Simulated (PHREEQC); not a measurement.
Dissolve 0.98 mol/kgw HCl and 0.011 mol/kgw K2SO4 at 25 °C. Closed to the air; pH follows from the charge balance.

Equilibrium calculation in PHREEQC: Pitzer model, pitzer.dat.

The ionic strength comes out as 0.996 mol/kgw. What activity coefficients do K+, HSO4-, Cl-, H+, SO4-2 get?

K+ 0.79, HSO4- 0.74, Cl- 0.60, H+ 1.1, SO4-2 0.026. Single-ion values are on the MacInnes scale.

Precipitation was switched off in this run. Species that the database lacks are ignored.
